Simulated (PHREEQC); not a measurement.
Consider water at 20 °C with 0.011 mol NiSO4, 0.00055 mol NaCl and 0.0048 mol NiCl2 per kg of water. Closed to the air; pH follows from the charge balance.

Model: ion-association model, wateq4f.dat, run in PHREEQC.

Each row changes one thing in this solution. Precipitation was switched off in this run.

| case | pH | ionic strength (mol/kgw) | Ni+2 (mol/kgw) | SO4-2 (mol/kgw) | NiSO4 (mol/kgw) | NiCl+ (mol/kgw) | SI of Morenosite (NiSO4:7H2O) |
|---|---|---|---|---|---|---|---|
| as made | 6.18 | 0.0439 | 0.0120 | 0.00730 | 0.00369 | 0.000141 | -2.30 |
| NiSO4 replaced by Fe2(SO4)3 at the same molality | 2.75 | 0.0590 | 0.00340 | 0.0112 | 0.00136 | 3.68e-5 | -2.74 |
| diluted 100-fold with water | 6.85 | 0.000579 | 0.000155 | 0.000107 | 2.51e-6 | 3.55e-8 | -5.47 |
| temperature from 20 to 25 °C | 6.11 | 0.0436 | 0.0119 | 0.00723 | 0.00376 | 0.000140 | -2.35 |
| NiCl2 from 0.0048 to 0.00048 mol/kgw | 6.25 | 0.0332 | 0.00829 | 0.00781 | 0.00317 | 1.58e-5 | -2.37 |
| diluted 10-fold with water | 6.49 | 0.00533 | 0.00144 | 0.000960 | 0.000139 | 2.68e-6 | -3.73 |
| temperature from 20 to 60 °C | 5.70 | 0.0420 | 0.0115 | 0.00683 | 0.00416 | 0.000130 | -2.65 |
| NiCl2 left out | 6.26 | 0.0321 | 0.00789 | 0.00788 | 0.00311 | 5.52e-6 | -2.38 |
| temperature from 20 to 80 °C | 5.54 | 0.0414 | 0.0114 | 0.00668 | 0.00430 | 0.000124 | -2.80 |

Some of these states are supersaturated (in Jarosite-Na, Hematite (slow to form), for instance). At this temperature some constants are extrapolated from 25 °C, and those without enthalpy data are left unchanged.
